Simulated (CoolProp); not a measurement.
Model: reference Helmholtz-energy equation of state, Lemmon 2006, in CoolProp. It is a short technical equation, of lower accuracy than the large ones.

For acetone, give the phase and the density (kg/m³), cv (kJ/(kg K)), isothermal compressibility (1/MPa), expansivity (1/kK) at 350.9 K and 1050 kPa; 367.5 K and 1050 kPa; 550 K and 1050 kPa.


- 350.9 K and 1050 kPa: liquid; density 724, cv 1.65, isothermal compressibility 0.00221, expansivity 1.72
- 367.5 K and 1050 kPa: liquid; density 703, cv 1.68, isothermal compressibility 0.00271, expansivity 1.87
- 550 K and 1050 kPa: gas; density 14.3, cv 1.89, isothermal compressibility 1.02, expansivity 2.32
